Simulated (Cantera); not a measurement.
## Reactions in the system C-H

Standard-state values (1 bar) from the NASA 1993 polynomials, evaluated with Cantera. Values are per mole of reaction as written; species without (g) are pure solids or liquids, kept so even where they would boil at 1 bar.

3 C + 8 H(g) = C3H8(g)

| T (K) | ΔH° (kJ) | ΔS° (J/K) | ΔG° (kJ) | log10 K |
|---|---|---|---|---|
| 1850 | -1939.7 | -798.9 | -461.8 | 13.04 |
| 1900 | -1940.8 | -799.5 | -421.8 | 11.60 |
| 1950 | -1941.8 | -800.0 | -381.8 | 10.23 |
| 2000 | -1942.8 | -800.5 | -341.8 | 8.93 |
| 2050 | -1943.8 | -801.0 | -301.8 | 7.69 |
| 2100 | -1944.7 | -801.4 | -261.7 | 6.51 |
| 2150 | -1945.5 | -801.8 | -221.6 | 5.38 |
| 2200 | -1946.3 | -802.2 | -181.5 | 4.31 |
| 2250 | -1947.1 | -802.5 | -141.4 | 3.28 |
| 2300 | -1947.8 | -802.8 | -101.3 | 2.30 |
